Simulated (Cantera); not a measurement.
## Equilibrium for abatement and gas-phase synthesis: H₂O + O₂

Input: 1 mol H₂O, 0.077 mol O₂, held at 133 Pa.

Equilibrium computed with Cantera from the NASA thermochemical tables; the gas is ideal and each condensed phase is pure. Candidate condensed phases: H₂O; 9 gas species. Rates play no part.

| T (K) | x H₂O | x H₂ | x H | x O₂ | x OH | x O |
|---|---|---|---|---|---|---|
| 1450 | 0.928 | 9.01e-5 | 2.46e-6 | 0.0714 | 0.000607 | 1.47e-5 |
| 1525 | 0.927 | 0.000250 | 1.02e-5 | 0.0713 | 0.00118 | 4.14e-5 |
| 1600 | 0.926 | 0.000631 | 3.74e-5 | 0.0712 | 0.00215 | 0.000106 |
| 1675 | 0.923 | 0.00146 | 0.000122 | 0.0711 | 0.00371 | 0.000249 |
| 1750 | 0.919 | 0.00315 | 0.000357 | 0.0711 | 0.00611 | 0.000546 |
| 1825 | 0.911 | 0.00632 | 0.000959 | 0.0714 | 0.00965 | 0.00112 |
| 1900 | 0.896 | 0.0119 | 0.00237 | 0.0724 | 0.0147 | 0.00220 |
| 1975 | 0.874 | 0.0209 | 0.00542 | 0.0743 | 0.0216 | 0.00411 |
| 2050 | 0.838 | 0.0344 | 0.0115 | 0.0775 | 0.0307 | 0.00742 |
| 2125 | 0.787 | 0.0528 | 0.0228 | 0.0822 | 0.0423 | 0.0130 |
| 2200 | 0.716 | 0.0754 | 0.0424 | 0.0880 | 0.0561 | 0.0220 |
| 2275 | 0.625 | 0.100 | 0.0736 | 0.0940 | 0.0714 | 0.0360 |
| 2350 | 0.515 | 0.123 | 0.120 | 0.0987 | 0.0864 | 0.0568 |
x: gas mole fraction; nothing condenses.

From 1450 K to 2350 K nothing is condensed.
